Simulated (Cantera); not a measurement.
# Iron carbonyl, mercury and lead vapours: PbO + O2 + H2

A closed system holds: 1 mol PbO, 0.72 mol O2, 0.31 mol H2, held at 10.0 Torr.

Method: chemical equilibrium by Gibbs-energy minimisation in Cantera with the NASA 1993 tables (ideal gas, pure condensed phases). Candidate condensed phases: H2O, Pb, PbO, PbO2, Pb3O4; 12 gas species. Equilibrium is a limit: real reactors are often held back by kinetics, nucleation or transport.

```csv
T (°C),x O2,x H2O,x PbO,x OH,n PbO(red),n PbO(yellow)
350,0.646,0.354,<1e-12,6.34e-12,1.00,0
375,0.646,0.354,<1e-12,2.12e-11,1.00,0
400,0.646,0.354,1.77e-12,6.46e-11,1.00,0
425,0.646,0.354,1.08e-11,1.82e-10,1.00,0
450,0.646,0.354,5.81e-11,4.78e-10,1.00,0
475,0.646,0.354,2.79e-10,1.18e-9,1.00,0
500,0.646,0.354,1.20e-9,2.73e-9,0,1.00
525,0.646,0.354,4.72e-9,6.02e-9,0,1.00
550,0.646,0.354,1.70e-8,1.26e-8,0,1.00
575,0.646,0.354,5.69e-8,2.54e-8,0,1.00
600,0.646,0.354,1.77e-7,4.92e-8,0,1.00
625,0.646,0.354,5.15e-7,9.17e-8,0,1.00
```
x: gas mole fraction; n: condensed amount in mol.

From 350 °C to 475 °C the condensed part is PbO(red). From 500 °C to 625 °C the condensed part is PbO(yellow).
